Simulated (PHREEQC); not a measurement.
Polishing slurry liquid: speciation

Consider water at 20 °C with 0.0045 mol/kgw K2CO3, 0.0089 mol/kgw Al(NO3)3 and 0.0047 mol/kgw CuSO4. Closed to the air; pH follows from the charge balance.

All values are PHREEQC results (ion-association model, wateq4f.dat), not measurements.

```
Quantity                  Result
----------------  --------------
pH                          5.53
ionic strength    0.0462 mol/kgw
total alkalinity     9.00 meq/kg
```

```tsv
species	molality	activity	log γ
NO3-	0.0267	0.0217	-0.090
K+	0.00894	0.00732	-0.087
Cu+2	0.00368	0.00182	-0.306
CO2	0.00334	0.00338	0.005
AlOH+2	0.00246	0.00119	-0.315
Al(OH)2+	0.00243	0.00202	-0.079
SO4-2	0.00225	0.00107	-0.323
Al+3	0.00195	0.000491	-0.599
AlSO4+	0.00188	0.00156	-0.083
HCO3-	0.000570	0.000476	-0.079
CuHCO3+	0.000524	0.000433	-0.082
CuSO4	0.000380	0.000384	0.005
Al(OH)3	6.84e-5	6.91e-5	0.005
CuCO3	6.57e-5	6.65e-5	0.005
Al(SO4)2-	6.22e-5	5.14e-5	-0.083
```

Precipitation was switched off in this run. The solution is supersaturated, for example in Basaluminite, Al(OH)3(a), so a real one may precipitate; this is no full list.
